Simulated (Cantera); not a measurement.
Charge: 1 mol Si, 0.82 mol CO₂, 33 mol CO, held at 1698.15 K and 13.3 mbar.

Cantera equilibrium calculation (NASA polynomials, part measured and part estimated; ideal gas, pure solids and liquids). Candidate condensed phases: C, Si, SiC, SiO₂; 20 gas species. Equilibrium is a limit: real reactors are often held back by kinetics, nucleation or transport.

Base state: CO 0.974, SiO 0.0263 (mole fractions); condensed: SiC(s).

Question: What changes in the equilibrium state with this change: temperature from 1698.15 K to 1250 K?

Answer: 
```tsv
species	before	after
CO	0.974	1.000
CO₂	4.65e-6	0.000128
SiO	0.0263	1.04e-7
SiC(s), mol	0.0900	0
C(graphite), mol	0	1.18
SiO₂(β-quartz), mol	0	1.000
```
The tables hold silica as quartz up to 1696 K and as liquid above; real silica turns to tridymite and cristobalite and melts near 1996 K.
